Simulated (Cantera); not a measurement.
A Cantera script and what it prints.

```python
import numpy as np
import cantera as ct

gas_names = """
    H HNO HNO2 HNO3 HO2 H2 H2O H2O2 N NH NH2 NH3 NH2OH NO NO2 NO3 N2 N2H2 N2H4 N2O O OH O2 O3 Si SiH
    SiH2 SiH3 SiH4 SiN SiO SiO2 Si2 Si2N Si3
""".split()
cond_names = """
    H2O(s) H2O(L) Si(cr) Si(L) SiO2(Lqz) SiO2(hqz) SiO2(L) Si2N2O(s) Si3N4(a)
""".split()


def load(file, names, dense=False):
    # The tables refer to 1 bar. Condensed volumes are neglected.
    table = {s.name: s for s in ct.Species.list_from_file(file)}
    out = []
    for n in names:
        d = dict(table[n].input_data)
        d["thermo"] = dict(d["thermo"], **{"reference-pressure": 1e5})
        if dense:
            d["equation-of-state"] = {"model": "constant-volume", "density": "1e6 g/cm^3"}
        out.append(ct.Species.from_dict(d))
    return out


gas = ct.Solution(thermo="ideal-gas", species=load("nasa_gas.yaml", gas_names))
cond = {s.name: ct.Solution(thermo="fixed-stoichiometry", species=[s], name=s.name)
        for s in load("nasa_condensed.yaml", cond_names, dense=True)}
atoms = {
    'SiH4': {'Si': 1, 'H': 4},
    'NO': {'N': 1, 'O': 1},
}
top_T = {'Si2N2O(s)': 2100, 'Si3N4(a)': 2400}  # K; cautious upper limits of use, not melting points


def equilibrate(T, P, feed):
    n = {}
    for name, mol in feed.items():
        for a, k in atoms[name].items():
            n[a] = n.get(a, 0.0) + k * mol
    gas.TPX = T, P, n
    mass = sum(n.values()) * gas.mean_molecular_weight
    gas.equilibrate("TP")
    valid = [c for c in cond.values() if c.min_temp <= T <= top_T.get(c.name, c.max_temp)]
    mix = ct.Mixture([(gas, mass / gas.mean_molecular_weight)] + [(c, 0.0) for c in valid])
    mix.T, mix.P = T, P
    mix.equilibrate("TP", solver="vcs", rtol=1e-11, max_steps=5000)
    return mix


results = []
T = 1550  # K
P = 21  # Pa
for m in [3.6, 4.6, 6, 7.8, 10, 13, 17, 22, 29]:
    feed = {'SiH4': 1, 'NO': m}  # mol
    mix = equilibrate(T, P, feed)
    results.append((T, P, feed, dict(zip(mix.species_names, mix.species_moles))))

top = {s: max(r[3][s] / sum(r[3][g] for g in gas_names) for r in results) for s in gas_names}
cols = sorted((s for s in top if top[s] > 0.0001), key=lambda s: -top[s])[:9]
seen = [c for c in cond_names if any(r[3].get(c, 0) > 1e-12 for r in results)]
print("log10 of partial pressures in bar; condensed amounts in mol")
print(f"{'n(NO)':>10s}" + "".join(f"{s[:9]:>10s}" for s in cols + seen))
for T, P, feed, n in results:
    ng = sum(n[g] for g in gas_names)
    print(f"{feed['NO']:10.4g}" + "".join(f"{np.log10(max(n[s] / ng * P / 1e5, 1e-99)):10.3f}" for s in cols)
          + "".join(f"{n.get(c, 0):10.4g}" for c in seen))
```

Result:

```
log10 of partial pressures in bar; condensed amounts in mol
     n(NO)        N2       H2O        O2        H2        NO        OH         H         O SiO2(hqz)
       3.6    -4.002    -4.054    -9.678    -4.657    -9.259    -7.700    -6.830    -9.945         1
       4.6    -3.979    -4.041    -4.868    -7.049    -6.842    -6.492    -8.026    -7.540         1
         6    -3.980    -4.157    -4.459    -7.369    -6.638    -6.447    -8.186    -7.336         1
       7.8    -3.980    -4.271    -4.293    -7.566    -6.555    -6.463    -8.285    -7.253         1
        10    -3.980    -4.379    -4.203    -7.720    -6.510    -6.494    -8.362    -7.208         1
        13    -3.980    -4.493    -4.140    -7.865    -6.479    -6.536    -8.434    -7.177         1
        17    -3.980    -4.610    -4.097    -8.003    -6.457    -6.583    -8.503    -7.155         1
        22    -3.980    -4.722    -4.068    -8.130    -6.443    -6.632    -8.567    -7.140         1
        29    -3.980    -4.843    -4.045    -8.262    -6.431    -6.687    -8.633    -7.129         1
```

These are equilibrium values from Cantera (NASA tables, ideal gas, pure condensed phases), not measurements of a reactor. The tables hold silica as quartz up to 1696 K and as liquid above; real silica turns to tridymite and cristobalite and melts near 1996 K.
